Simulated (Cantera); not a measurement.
An isothermal, constant-pressure homogeneous reactor starts with H₂ : O₂ = 0.05 : 1 (molar parts), at 1225 K and 0.00410 bar.

Computed with Cantera and the H2/O2 subset of GRI-Mech 3.0, which has no nitrogen chemistry. Radical loss at walls, strong at low pressure, is not modelled. The temperature is held fixed by assumption; the heat of reaction is taken as removed at once.

x: mole fraction; the columns are a selection and need not sum to one.

```tsv
t (s)	x H₂	x O₂	x HO₂	x H₂O₂	x H	x O	x H₂O
3.00e-6	0.0476	0.952	6.11e-11	<1e-12	6.03e-11	<1e-12	<1e-12
1.69e-5	0.0476	0.952	3.43e-10	<1e-12	3.22e-10	2.17e-11	<1e-12
9.49e-5	0.0476	0.952	1.93e-9	<1e-12	1.45e-9	5.65e-10	8.36e-11
0.000533	0.0476	0.952	1.09e-8	4.23e-12	7.36e-9	1.19e-8	8.44e-9
0.00300	0.0476	0.952	___	1.33e-10	___	___	___
0.0169	0.000783	0.914	9.56e-7	2.46e-8	0.00714	0.0331	0.0415
0.0949	___	0.920	9.23e-7	2.48e-8	___	___	0.0427
0.533	0.000313	0.937	7.35e-7	2.46e-8	0.00169	0.0125	0.0461
3.00	3.21e-5	0.950	2.41e-7	1.37e-8	5.32e-5	0.00124	0.0483
```

Some entries are withheld; supply them.


- 0.00300, x HO₂: 6.51e-8
- 0.00300, x H: 2.01e-6
- 0.00300, x O: 4.58e-6
- 0.00300, x H₂O: 6.53e-6
- 0.0949, x H₂: 0.000665
- 0.0949, x H: 0.00557
- 0.0949, x O: 0.0281
